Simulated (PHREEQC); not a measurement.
0.048 g of hydrous ferric oxide (600 m²/g; 0.2 weak and 0.005 strong sites per Fe, Dzombak-Morel constants, diffuse double layer) in 1 kg of water with 0.005 mol/kgw of an inert sodium salt, at 25 °C; the pH is set by adding NaOH or the inert anion's acid. Oxygen is held at 0.21 atm. No CO2 enters from the air. Nothing may precipitate in this run.

All values are PHREEQC results (ion-association model, wateq4f.dat), not measurements.

```
pH    surface charge σ (C/m²)  surface potential ψ (mV)
----  -----------------------  ------------------------
3                       0.302                       215
3.5                     0.242                       207
4.5                     0.131                       177
5                       0.090                       158
6                       0.038                       114
6.5                     0.023                        89
7.5                     0.006                        34
8                       0.001                         6
9                      -0.009                       -50
9.5                    -0.018                       -77
10.5                   -0.050                      -127
11                     -0.081                      -148
```

The oxide is taken as insoluble; below pH 4 it would dissolve.
